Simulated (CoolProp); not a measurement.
A single-stage vapour-compression cycle with R125: evaporating at 239.15 K (dew point), condensing at 278.15 K (bubble point), superheat 0 K, subcooling 8 K, compressor efficiency 0.6, no pressure losses. Each further row changes one setting.

The numbers come from the reference Helmholtz-energy equation of state, Lemmon 2005 in CoolProp.

```
case                              cooling COP  pressure ratio  discharge temperature (K)  refrigerating effect (kJ/kg)  volumetric capacity (kJ/m³)
--------------------------------  -----------  --------------  -------------------------  ----------------------------  ---------------------------
as stated                                3.20            4.06                      297.3                           119                         1490
evaporating temperature 244.15 K         3.84            3.30                      294.2                           122                         1860
condensing temperature 273.15 K          3.79            3.48                      290.7                           125                         1560
subcooling 13 K                          3.36            4.06                      297.3                           125                         1560
superheat 10 K                           3.22            4.06                      308.1                           127                         1500
compressor efficiency 0.5                2.67            4.06                      305.7                           119                         1490
```
